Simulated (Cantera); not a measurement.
Charge: 1 mol NF3, 0.15 mol H2O, 0.2 mol O2, equilibrated at 2598 K and 1.00 bar.

Cantera equilibrium calculation (NASA polynomials, part measured and part estimated; ideal gas, pure solids and liquids). Candidate condensed phases: H2O; 40 gas species. Equilibrium is a limit: real reactors are often held back by kinetics, nucleation or transport.

Base state: F 0.713, N2 0.129, HF 0.0793, O2 0.0665, NO 0.00618, O 0.00595, F2 0.000227, FO 0.000128 (mole fractions); condensed: gas only.

Problem. What changes in the equilibrium state with this change: temperature from 2598 K to 2948 K?

Solution. 
```
species    before    after
-------  --------  -------
F           0.713    0.707
N2          0.129    0.126
HF         0.0793   0.0786
O         0.00595   0.0224
O2         0.0665   0.0561
H         4.31e-7  1.13e-5
OH        2.73e-6  2.27e-5
F2       0.000227  8.72e-5
NO        0.00618  0.00927
```
